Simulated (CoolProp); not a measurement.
The fluid at 414.31 K and 0.0387 MPa is compressed adiabatically to 0.227 MPa with isentropic efficiency 0.6. The same conditions are run with several fluids, on thermodynamics alone (safety and materials aside).

Model: reference Helmholtz-energy equation of state of each fluid (octamethyltrisiloxane (MDM): Thol 2017; m-xylene: Zhou 2012; dry air: Lemmon 2000), in CoolProp. Blends and air are pseudo-pure fits.

```tsv
fluid	work (kJ/kg)	final temperature (K)	final phase	final density (kg/m³)
octamethyltrisiloxane (MDM)	37.8	459.5	two-phase, vapour fraction 0.736	21.8
m-xylene	96.3	473.5	gas	6.51
dry air	454	842.5	gas	0.938
```
